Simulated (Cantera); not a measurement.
An isothermal, constant-pressure homogeneous reactor starts with H₂ : O₂ : N₂ = 1.2 : 1 : 16 (molar parts), equivalence ratio 0.60, at 1225 K and 0.188 atm.

Model: the H2/O2 subset of GRI-Mech 3.0, which has no nitrogen chemistry, integrated in Cantera. The temperature is held fixed by assumption; the heat of reaction is taken as removed at once.

One state of this run: x H₂ = 6.77e-7; x O₂ = 0.0227; x H = 1.71e-8; x HO₂ = 1.50e-8; x OH = 1.66e-5. x: mole fraction; the columns are a selection and need not sum to one.

### Question
Which value of t (s) does it belong to?
A. 0.134
B. 0.000100
C. 2.00
D. 0.330

### Answer
D, 0.330
